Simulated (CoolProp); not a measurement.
Values from CoolProp's reference Helmholtz-energy equation of state, Setzmann 1991.

Q: Give the vapour pressure (MPa), enthalpy of vaporisation (kJ/kg), liquid cp (kJ/(kg K)), liquid conductivity (mW/(m K)) of saturated methane at 143.2, 155.7 K.

A: 
| T (K) | p (MPa) | enthalpy of vaporisation (kJ/kg) | liquid cp (kJ/(kg K)) | liquid conductivity (mW/(m K)) |
|---|---|---|---|---|
| 143.2 | 0.754 | 435 | 3.88 | 139 |
| 155.7 | 1.33 | 391 | 4.24 | 121 |

Thermal conductivity comes from a separate model (Friend 1989).
